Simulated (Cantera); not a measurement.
A perfectly stirred reactor is fed with C3H8 : H2 : H2O = 1 : 46 : 0.99 (molar parts), at 100.0 Torr; it is held at 1575 K, and followed from long to short residence time.

Computed with Cantera and GRI-Mech 3.0 (53 species, 325 reactions). GRI-Mech 3.0 was tuned for natural gas; its chemistry of propane as a main component is partial and can be far from experiment. GRI-Mech 3.0 stops at C3 and has no aromatics, soot or wall deposition, so with more carbon than oxygen in the feed, carbon stays in small species such as C2H2 where larger ones or solid carbon would form.

x: mole fraction; the columns are a selection and need not sum to one.

```
τ (s)   x C3H8   x H2    x C2H     x CH3  x C2H2    x CH2
------  ------  -----  -------  --------  ------  -------
28           …  0.948  7.68e-9   2.60e-5  0.0216  3.06e-9
11           …  0.945  8.12e-9   3.23e-5  0.0219  3.92e-9
4.2          …  0.943  8.66e-9   4.15e-5  0.0215  5.38e-9
1.6          …  0.942  9.68e-9   5.46e-5  0.0208  8.02e-9
0.63         …  0.941  1.15e-8   7.30e-5  0.0201  1.29e-8
0.24         …  0.940  1.44e-8  0.000101  0.0195  2.26e-8
0.095        …  0.940  1.83e-8  0.000138  0.0188  3.99e-8
0.037        …  0.939  2.30e-8  0.000190  0.0180  7.08e-8
0.014        …  0.939  2.80e-8  0.000260  0.0167  1.24e-7
0.0055       …  0.938  3.15e-8  0.000346  0.0149  2.02e-7
```

**Question.** Fill in the missing entries.

**Answer.** 
- 28, x C3H8: 1.33e-7
- 11, x C3H8: 3.34e-7
- 4.2, x C3H8: 8.45e-7
- 1.6, x C3H8: 2.08e-6
- 0.63, x C3H8: 4.75e-6
- 0.24, x C3H8: 1.08e-5
- 0.095, x C3H8: 2.29e-5
- 0.037, x C3H8: 4.86e-5
- 0.014, x C3H8: 0.000105
- 0.0055, x C3H8: 0.000220
